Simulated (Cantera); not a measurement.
SiH₂Cl₂ + Cl₂ + H₂ (silicon epitaxy and polysilicon growth)

Feed: 1 mol SiH₂Cl₂, 0.022 mol Cl₂, 9.1 mol H₂, held at 1.40 bar.

Cantera equilibrium calculation (NASA polynomials, part measured and part estimated; ideal gas, pure solids and liquids). Candidate condensed phases: Si; 19 gas species. The tables' values for SiCl₃, SiCl are old estimates; treat these amounts as uncertain. Gases not in the tables: Si₂H₆ and higher silanes. Kinetics and transport are ignored.

| T (K) | x H₂ | x HCl | x SiCl₂ | x SiCl₄ | x SiHCl₃ | x SiCl₃ | x SiH₂Cl₂ | x H | n Si(s) | n Si(l) |
|---|---|---|---|---|---|---|---|---|---|---|
| 848 | 0.943 | 0.00171 | 3.67e-6 | 0.0282 | 0.0252 | 3.78e-5 | 0.00197 | 1.56e-11 | 0.416 | 0 |
| 923 | 0.941 | 0.00387 | 2.28e-5 | 0.0281 | 0.0244 | 0.000126 | 0.00207 | 2.01e-10 | 0.423 | 0 |
| 998 | 0.939 | 0.00768 | 0.000106 | 0.0276 | 0.0234 | 0.000346 | 0.00213 | 1.76e-9 | 0.434 | 0 |
| 1073 | 0.934 | 0.0137 | 0.000392 | 0.0264 | 0.0221 | 0.000804 | 0.00215 | 1.14e-8 | 0.451 | 0 |
| 1148 | 0.928 | 0.0224 | 0.00119 | 0.0244 | 0.0203 | 0.00162 | 0.00211 | 5.83e-8 | 0.472 | 0 |
| 1223 | 0.919 | 0.0338 | 0.00302 | 0.0214 | 0.0179 | 0.00284 | 0.00201 | 2.44e-7 | 0.496 | 0 |
| 1298 | 0.908 | 0.0473 | 0.00655 | 0.0172 | 0.0149 | 0.00434 | 0.00182 | 8.63e-7 | 0.519 | 0 |
| 1373 | 0.896 | 0.0614 | 0.0121 | 0.0123 | 0.0113 | 0.00567 | 0.00155 | 2.66e-6 | 0.535 | 0 |
| 1448 | 0.884 | 0.0741 | 0.0191 | 0.00760 | 0.00775 | 0.00629 | 0.00122 | 7.32e-6 | 0.541 | 0 |
| 1523 | 0.874 | 0.0836 | 0.0261 | 0.00405 | 0.00476 | 0.00596 | 0.000898 | 1.83e-5 | 0.540 | 0 |
| 1598 | 0.868 | 0.0895 | 0.0318 | 0.00194 | 0.00270 | 0.00499 | 0.000626 | 4.19e-5 | 0.536 | 0 |
| 1673 | 0.865 | 0.0926 | 0.0358 | 0.000881 | 0.00148 | 0.00389 | 0.000426 | 8.95e-5 | 0.530 | 0 |
| 1748 | 0.861 | 0.0974 | 0.0367 | 0.000413 | 0.000803 | 0.00292 | 0.000277 | 0.000179 | 0 | 0.543 |
x: gas mole fraction; n: condensed amount in mol.

From 848 K to 1673 K the condensed part is Si(s). At 1748 K the condensed part is Si(l). The main Si-bearing gas is SiCl₄ at 848 K and SiCl₂ at 1748 K. The share of Si in condensed phases is highest at 1748 K (54.3 %) and lowest at 848 K (41.6 %).
